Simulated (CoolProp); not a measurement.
Vapour-liquid equilibrium of R152A (1) + isobutene (2) at 188.3 K; x and y are mole fractions of (1).

The numbers come from the multi-fluid Helmholtz-energy mixture model, Outcalt 1996 and Lemmon 2005; pair parameters Bell 2016 in CoolProp.

Question: Give the bubble pressure and the first vapour's composition at x = 0.35, 0.55, 0.75. Is there an azeotrope?

Answer: x = 0.35: 2.634 kPa, y = 0.678; x = 0.55: 2.713 kPa, y = 0.703; x = 0.75: 2.738 kPa, y = 0.739. y crosses x between x = 0.65 and 0.75: the model has an azeotrope there.

Pair parameters are fitted to limited data, so mixtures are less certain than the pure fluids. With so large a gap from Raoult's law the liquid may split in two, which this calculation doesn't test in full.
